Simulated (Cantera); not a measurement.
# Reactions in the system B-H-O

Standard-state values (1 bar) from the NASA 1993 polynomials, evaluated with Cantera. Values are per mole of reaction as written; species without (g) are pure solids or liquids, kept so even where they would boil at 1 bar.

2 HBO2(g) + 3 H2(g) ⇌ 4 H2O(g) + 2 B

```csv
T (K),ΔH° (kJ),ΔS° (J/K),ΔG° (kJ),log10 K
1548,143.6,-121.7,332.0,-11.20
1598,143.7,-121.7,338.1,-11.05
1648,143.9,-121.6,344.2,-10.91
1698,144.1,-121.4,350.3,-10.78
1748,144.4,-121.3,356.4,-10.65
1798,144.6,-121.1,362.4,-10.53
1848,145.0,-120.9,368.5,-10.41
1898,145.3,-120.7,374.5,-10.31
```
